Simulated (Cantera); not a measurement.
Input: 1 mol C2H4, 0.36 mol H2, held at 1525 K and 1 atm.

These are equilibrium values from Cantera (NASA tables, ideal gas, pure condensed phases), not measurements of a reactor. Candidate condensed phases: C, C6H6, C7H8, C8H18; 76 gas species. Rates play no part.

**Question.** What is the equilibrium state?

**Answer.** 
```
Quantity                Result
-------------------  ---------
x(H2)                    0.998
x(CH4)                 0.00230
x(H)                   2.35e-5
x(C2H2 (acetylene))    1.21e-5
x(C2H4)                2.72e-6
x(CH3)                 1.10e-6
n(C(graphite))        1.99 mol
gas amount           2.355 mol
```
